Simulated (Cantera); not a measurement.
A diamond (100) surface in a fixed gas of H2 with x(CH4) = 0.0055, x(H) = 0.0034, x(CH3) = 7.4e-05, at 1200 K; coverages are run to steady state.

Computed with Cantera and the Harris–Goodwin 1993 mechanism for the reconstructed diamond (100) surface.

One state of this run: growth (µm/h) = 1.37; θ c6HH = 0.444; θ c6H* = 0.0381; θ c6*H = 0.487; θ c6** = 0.0281; θ c6HM = 0.00130. θ: site fractions in the mechanism's names (c6HH fully hydrogenated, c6H* and c6*H radical sites, c6** diradical, c6HM methylated).

**Question.** Which value of P (Pa) does it belong to?
A. 4400
B. 3100
C. 1600
D. 6100

**Answer.** D, 6100
